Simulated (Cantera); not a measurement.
# Thermodynamics of roasting and sulfation, feed FeS₂ + H₂S + CO₂

A closed system holds: 1 mol FeS₂, a varied amount of H₂S, 0.11 mol CO₂, held at 1523 K and 0.133 bar.

Method: chemical equilibrium by Gibbs-energy minimisation in Cantera with the NASA 1993 tables (ideal gas, pure condensed phases). Candidate condensed phases: C, C₆H₆, C₇H₈, C₈H₁₈, Fe, Fe(CO)₅, FeO, Fe(OH)₂, Fe(OH)₃, FeS, FeSO₄, FeS₂, Fe₂O₃, Fe₂(SO₄)₃, Fe₃O₄, H₂O, H₂SO₄, S; 127 gas species. FeS: taken at fixed stoichiometry. Equilibrium is a limit: real reactors are often held back by kinetics, nucleation or transport.

| n(H₂S) (mol) | x S₂ | x H₂ | x H₂S | x CO | x H₂O | x CO₂ | x SO₂ | n FeS(l) |
|---|---|---|---|---|---|---|---|---|
| 0.053 | 0.733 | 0.0188 | 0.0191 | 0.0891 | 0.0378 | 0.0670 | 0.0242 | 1.00 |
| 0.13 | 0.680 | 0.0484 | 0.0475 | 0.0899 | 0.0670 | 0.0464 | 0.0110 | 1.00 |
| 0.21 | 0.632 | 0.0798 | 0.0754 | 0.0882 | 0.0780 | 0.0321 | 0.00527 | 1.00 |
| 0.29 | 0.591 | 0.109 | 0.0998 | 0.0847 | 0.0799 | 0.0231 | 0.00286 | 1.00 |
| 0.37 | 0.557 | 0.136 | 0.120 | 0.0804 | 0.0781 | 0.0172 | 0.00172 | 1.00 |
| 0.44 | 0.532 | 0.156 | 0.136 | 0.0765 | 0.0754 | 0.0137 | 0.00118 | 1.00 |
| 0.52 | 0.508 | 0.178 | 0.150 | 0.0721 | 0.0718 | 0.0109 | 0.000810 | 1.00 |
x: gas mole fraction; n: condensed amount in mol.

From 0.053 mol H₂S to 0.52 mol H₂S the condensed part is FeS(l). The main Fe-bearing gas is Fe(OH)₂ at 0.053 mol H₂S and Fe at 0.52 mol H₂S.
